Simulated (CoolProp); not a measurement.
Properties of dimethyl carbonate along the isotherm 600 K.

The numbers come from the reference Helmholtz-energy equation of state, Zhou 2011 in CoolProp.

```tsv
p (bar)	phase	Z	cp (kJ/(kg K))	cv (kJ/(kg K))	isothermal compressibility (1/MPa)	expansivity (1/kK)
0.388	gas	0.9979	1.861	1.768	25.83	1.679
0.736	gas	0.9959	1.862	1.768	13.64	1.689
1.39	gas	0.9923	1.864	1.769	7.250	1.710
2.64	gas	0.9854	[?]	1.770	3.845	1.750
5.01	gas	0.9720	1.877	[?]	2.054	1.831
9.5	gas	0.9463	1.895	1.776	[?]	2.001
18	gas	0.8955	1.938	1.785	0.6245	2.403
34.1	gas	[?]	2.078	1.808	0.3845	3.674
64.7	supercritical	0.5273	3.186	1.886	0.3321	12.63
123	supercritical	0.4105	3.025	1.877	0.04053	6.478
```

**Question.** Fill in the missing entries.

**Answer.** 
- 2.64, cp (kJ/(kg K)): 1.869
- 5.01, cv (kJ/(kg K)): 1.772
- 9.5, isothermal compressibility (1/MPa): 1.114
- 34.1, Z: 0.7885
